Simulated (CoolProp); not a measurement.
Computed with CoolProp (reference Helmholtz-energy equation of state, Lemmon 2005). It is a short technical equation, of lower accuracy than the large ones.

Question: Give the vapour pressure (bar), liquid density (kg/m³), vapour density (kg/m³), enthalpy of vaporisation (kJ/kg) of saturated 1-butene at 342, 350.9 K.

Answer: 
| T (K) | p (bar) | liquid density (kg/m³) | vapour density (kg/m³) | enthalpy of vaporisation (kJ/kg) |
|---|---|---|---|---|
| 342 | 9.36 | 528 | 22.8 | 304 |
| 350.9 | 11.4 | 513 | 28.0 | 290 |
